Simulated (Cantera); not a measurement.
Cantera run:

```python
import numpy as np
import cantera as ct

gas_names = """
    CL CL2 H HCL H2 Si SiCL SiCL2 SiCL3 SiCL4 SiH SiHCL3 SiH2 SiH2CL2 SiH3 SiH3CL SiH4 Si2 Si3
""".split()
cond_names = """
    Si(cr) Si(L)
""".split()


# ... load() reads the species with a 1 bar reference pressure and builds the phases ...
atoms = {
    'Si2Cl6': {'Si': 2, 'CL': 6},
    'Cl2': {'CL': 2},
    'H2': {'H': 2},
}
top_T = {}  # K; cautious upper limits of use, not melting points


# ... equilibrate(T, P, feed) seeds the gas with the atoms and calls Mixture.equilibrate('TP', solver="vcs", rtol=1e-11, max_steps=5000) ...
results = []
T = 998  # K
P = 133.322  # Pa
for m in [18, 24, 31, 41, 54, 71, 94]:
    feed = {'Si2Cl6': 1, 'Cl2': 0.025, 'H2': m}  # mol
    mix = equilibrate(T, P, feed)
    results.append((T, P, feed, dict(zip(mix.species_names, mix.species_moles))))

top = {s: max(r[3][s] / sum(r[3][g] for g in gas_names) for r in results) for s in gas_names}
cols = sorted((s for s in top if top[s] > 1e-06), key=lambda s: -top[s])[:6]
seen = [c for c in cond_names if any(r[3].get(c, 0) > 1e-12 for r in results)]
print("log10 of partial pressures in bar; condensed amounts in mol")
print(f"{'n(H2)':>10s}" + "".join(f"{s[:9]:>10s}" for s in cols + seen))
for T, P, feed, n in results:
    ng = sum(n[g] for g in gas_names)
    print(f"{feed['H2']:10.4g}" + "".join(f"{np.log10(max(n[s] / ng * P / 1e5, 1e-99)):10.3f}" for s in cols)
          + "".join(f"{n.get(c, 0):10.4g}" for c in seen))
```

Result:

```
log10 of partial pressures in bar; condensed amounts in mol
     n(H2)        H2     SiCL4       HCL    SiHCL3     SiCL2     SiCL3    Si(cr)
        18    -2.930    -4.142    -4.175    -5.056    -5.192    -5.362     0.638
        24    -2.920    -4.285    -4.206    -5.158    -5.263    -5.469    0.6853
        31    -2.912    -4.418    -4.235    -5.254    -5.330    -5.569    0.7366
        41    -2.906    -4.573    -4.271    -5.367    -5.407    -5.685     0.804
        54    -2.900    -4.735    -4.309    -5.486    -5.488    -5.806    0.8837
        71    -2.896    -4.909    -4.350    -5.614    -5.575    -5.937    0.9768
        94    -2.893    -5.103    -4.397    -5.758    -5.672    -6.082     1.087
```

Method: chemical equilibrium by Gibbs-energy minimisation in Cantera with the NASA 1993 tables (ideal gas, pure condensed phases). The feed counts by its element totals alone. The tables' values for SiCl3 are old estimates; treat these amounts as uncertain.
